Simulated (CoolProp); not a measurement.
Model: reference Helmholtz-energy equation of state, Lemmon 2022, in CoolProp.

Problem. For R1234yf, give the phase and the density (kg/m³), cp (kJ/(kg K)), expansivity (1/kK), viscosity (µPa s) at 386.8 K and 16.9 bar; 386.8 K and 59.2 bar; 386.8 K and 76.1 bar.

Solution. 
- 386.8 K and 16.9 bar: gas; density 71.6, cp 1.18, expansivity 4.72, viscosity 16.4
- 386.8 K and 59.2 bar: supercritical; density 677, cp 2.19, expansivity 15.2, viscosity 53.8
- 386.8 K and 76.1 bar: supercritical; density 766, cp 1.78, expansivity 8.17, viscosity 64.4

Viscosity comes from a separate model (Bell 2016), an estimate that may be off by 10 % or more.
